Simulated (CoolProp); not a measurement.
Model: reference Helmholtz-energy equation of state, Lemmon 2006, in CoolProp. It is a short technical equation, of lower accuracy than the large ones.

Question: For carbonyl sulfide, give the phase and the cp (kJ/(kg K)), cv (kJ/(kg K)), speed of sound (m/s), Joule-Thomson coefficient (K/MPa) at 228.9 K and 2.88 bar; 355 K and 2.88 bar; 418.1 K and 2.88 bar.

Answer: 
- 228.9 K and 2.88 bar: liquid; cp 1.19, cv 0.704, speed of sound 1010, Joule-Thomson coefficient -0.414
- 355 K and 2.88 bar: gas; cp 0.751, cv 0.601, speed of sound 243, Joule-Thomson coefficient 13.2
- 418.1 K and 2.88 bar: gas; cp 0.783, cv 0.638, speed of sound 264, Joule-Thomson coefficient 9.12
